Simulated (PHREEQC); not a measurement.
Synthetic water in mg/L, 25 °C, pH 5.76, pe 12.1:

```json
[
 {"constituent": "Na", "mg/L": "1.98"},
 {"constituent": "K", "mg/L": "5.81"},
 {"constituent": "Ca", "mg/L": "2.83"},
 {"constituent": "Mg", "mg/L": "0.893"},
 {"constituent": "Cl", "mg/L": "2.85"},
 {"constituent": "S(6) as SO4", "mg/L": "11.5"},
 {"constituent": "Alkalinity as HCO3", "mg/L": "8.2"},
 {"constituent": "N(5) as NO3", "mg/L": "0.877"},
 {"constituent": "Br", "mg/L": "0.238"},
 {"constituent": "B", "mg/L": "0.00329"},
 {"constituent": "Cd", "mg/L": "0.0066"},
 {"constituent": "Sr", "mg/L": "0.00409"},
 {"constituent": "Ni", "mg/L": "0.141"}
]
```

Valence states are taken as typed.

Model: ion-association model, wateq4f.dat, run in PHREEQC.

| quantity | before | after |
|---|---|---|
| CO2 (mol/kgw) | 0.000515 | 0.00198 |
| Ni+2 (mol/kgw) | 2.27e-6 | 8.03e-6 |
| CaSO4 (mol/kgw) | 1.28e-6 | 1.53e-5 |
| MgSO4 (mol/kgw) | 7.81e-7 | 9.29e-6 |
| KSO4- (mol/kgw) | 1.09e-7 | 1.50e-6 |
| SI of Gypsum (CaSO4:2H2O) | -3.61 | -2.53 |
| SI of Otavite (CdCO3) | -3.65 | -2.54 |

Which change was made?
(A) all concentrations times 4 at the same typed pH
(B) Cl from 2.85 to 8.55 mg/L
(C) pH from 5.76 to 5.5 at the same alkalinity

A, all concentrations times 4 at the same typed pH

No solid was allowed to form.
